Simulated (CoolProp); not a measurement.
Saturation properties of chlorine.

Values from CoolProp's reference Helmholtz-energy equation of state, Thol 2021.

| T (K) | p (kPa) | liquid density (kg/m³) | enthalpy of vaporisation (kJ/kg) | liquid cp (kJ/(kg K)) |
|---|---|---|---|---|
| 203.5 | 15.33 | 1660 | 306.2 | 0.9388 |
| 221.4 | 43.08 | ___ | 296.8 | 0.9377 |
| 239.3 | 101.8 | 1563 | 286.9 | 0.9408 |
| 257.2 | ___ | 1513 | 276.3 | 0.9490 |
| 275 | 391.0 | 1462 | 264.8 | ___ |
| 292.9 | 671.0 | 1409 | 252.0 | 0.9848 |
| 310.8 | 1077 | 1353 | 237.5 | 1.016 |
| 328.7 | 1638 | ___ | 221.1 | 1.059 |
| 346.6 | 2380 | 1226 | 202.1 | 1.124 |
| 364.4 | 3327 | ___ | 179.8 | 1.228 |
| 382.3 | 4518 | 1061 | ___ | 1.427 |
| 400.2 | 5980 | ___ | 114.8 | 2.020 |

Problem. What belongs in the gaps?

Solution. 
- 221.4, liquid density (kg/m³): 1612
- 257.2, p (kPa): 210.5
- 275, liquid cp (kJ/(kg K)): 0.9632
- 328.7, liquid density (kg/m³): 1292
- 364.4, liquid density (kg/m³): 1151
- 382.3, enthalpy of vaporisation (kJ/kg): 152.3
- 400.2, liquid density (kg/m³): 942.9

It boils at 239.2 K under 1 atm.
